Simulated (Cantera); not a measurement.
Cantera run:

```python
import numpy as np
import cantera as ct

gas_names = """
    F F2 N NF NF2 NF3 N2 Si SiF SiF2 SiF3 SiF4 SiN Si2 Si2N Si3
""".split()
cond_names = """
    Si(cr) Si(L) Si3N4(a)
""".split()


def load(file, names, dense=False):
    # The tables refer to 1 bar. Condensed volumes are neglected.
    table = {s.name: s for s in ct.Species.list_from_file(file)}
    out = []
    for n in names:
        d = dict(table[n].input_data)
        d["thermo"] = dict(d["thermo"], **{"reference-pressure": 1e5})
        if dense:
            d["equation-of-state"] = {"model": "constant-volume", "density": "1e6 g/cm^3"}
        out.append(ct.Species.from_dict(d))
    return out


gas = ct.Solution(thermo="ideal-gas", species=load("nasa_gas.yaml", gas_names))
cond = {s.name: ct.Solution(thermo="fixed-stoichiometry", species=[s], name=s.name)
        for s in load("nasa_condensed.yaml", cond_names, dense=True)}
atoms = {
    'Si': {'Si': 1},
    'NF3': {'N': 1, 'F': 3},
}
top_T = {'Si3N4(a)': 2400}  # K; cautious upper limits of use, not melting points


def equilibrate(T, P, feed):
    n = {}
    for name, mol in feed.items():
        for a, k in atoms[name].items():
            n[a] = n.get(a, 0.0) + k * mol
    gas.TPX = T, P, n
    mass = sum(n.values()) * gas.mean_molecular_weight
    gas.equilibrate("TP")
    valid = [c for c in cond.values() if c.min_temp <= T <= top_T.get(c.name, c.max_temp)]
    mix = ct.Mixture([(gas, mass / gas.mean_molecular_weight)] + [(c, 0.0) for c in valid])
    mix.T, mix.P = T, P
    mix.equilibrate("TP", solver="vcs", rtol=1e-11, max_steps=5000)
    return mix


results = []
feed = {'Si': 1, 'NF3': 3}  # mol
P = 100000  # Pa
for T in [473, 573, 673, 773, 873, 973, 1073, 1173, 1273, 1373, 1473]:
    mix = equilibrate(T, P, feed)
    results.append((T, P, feed, dict(zip(mix.species_names, mix.species_moles))))

top = {s: max(r[3][s] / sum(r[3][g] for g in gas_names) for r in results) for s in gas_names}
cols = sorted((s for s in top if top[s] > 1e-06), key=lambda s: -top[s])[:8]
seen = [c for c in cond_names if any(r[3].get(c, 0) > 1e-12 for r in results)]
print("log10 of partial pressures in bar; condensed amounts in mol")
print(f"{'T/K':>10s}" + "".join(f"{s[:9]:>10s}" for s in cols + seen))
for T, P, feed, n in results:
    ng = sum(n[g] for g in gas_names)
    print(f"{T:10.4g}" + "".join(f"{np.log10(max(n[s] / ng * P / 1e5, 1e-99)):10.3f}" for s in cols)
          + "".join(f"{n.get(c, 0):10.4g}" for c in seen))
```

Output:

```
log10 of partial pressures in bar; condensed amounts in mol
       T/K         F       NF3        F2      SiF4        N2       NF2
       473    -8.141    -0.301    -4.802    -0.523    -0.699   -11.526
       573    -5.737    -0.302    -3.106    -0.523    -0.699    -9.175
       673    -4.047    -0.312    -1.924    -0.526    -0.694    -7.530
       773    -2.817    -0.377    -1.100    -0.547    -0.666    -6.349
       873    -1.936    -0.614    -0.605    -0.606    -0.603    -5.558
       973    -1.334    -1.101    -0.413    -0.675    -0.557    -5.131
      1073    -0.919    -1.736    -0.408    -0.718    -0.556    -4.951
      1173    -0.621    -2.417    -0.499    -0.752    -0.579    -4.910
      1273    -0.418    -3.140    -0.672    -0.791    -0.615    -4.979
      1373    -0.295    -3.911    -0.923    -0.826    -0.650    -5.142
      1473    -0.231    -4.702    -1.227    -0.850    -0.674    -5.366
```

Method: chemical equilibrium by Gibbs-energy minimisation in Cantera with the NASA 1993 tables (ideal gas, pure condensed phases).
